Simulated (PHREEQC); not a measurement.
1 kg of water holding 0.033 mol NaCl, 0.024 mol NaBr and 0.0038 mol KCl is evaporated at 20 °C; the solids stay in contact with the brine. No CO2 enters from the air. The run lets Halite, Sylvite precipitate or redissolve, and no other solid.

The series has 27 steps of water left (kg), from 1 to 0.006093.

Equilibrium calculation in PHREEQC: Pitzer model, pitzer.dat.

Task: Which solids form, in which order, and at which step of the series does each first stand?

Result: Halite from water left = 0.007426 kg.

Species that the database lacks are ignored.
